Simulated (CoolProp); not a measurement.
Properties of carbon dioxide at several states.

The numbers come from the reference Helmholtz-energy equation of state, Span 1996 in CoolProp.

| T (K) | p (bar) | phase | density (kg/m³) | cv (kJ/(kg K)) | Joule-Thomson coefficient (K/MPa) |
|---|---|---|---|---|---|
| 559.6 | 345 | supercritical | 334.9 | 0.9176 | 1.030 |
| 324 | 2.51 | gas | 4.140 | 0.6856 | 8.867 |
| 631 | 54.8 | gas | 46.33 | (withheld) | (withheld) |
| 444 | 2.7 | gas | 3.229 | 0.7865 | 4.145 |
| 841.2 | 412 | supercritical | 236.8 | (withheld) | 0.2734 |
| 757.3 | 20 | gas | 13.96 | (withheld) | 1.063 |

Problem. Complete the blanks.

Solution. 
- 631, cv (kJ/(kg K)): 0.9104
- 631, Joule-Thomson coefficient (K/MPa): 1.635
- 841.2, cv (kJ/(kg K)): 1.015
- 757.3, cv (kJ/(kg K)): 0.9641
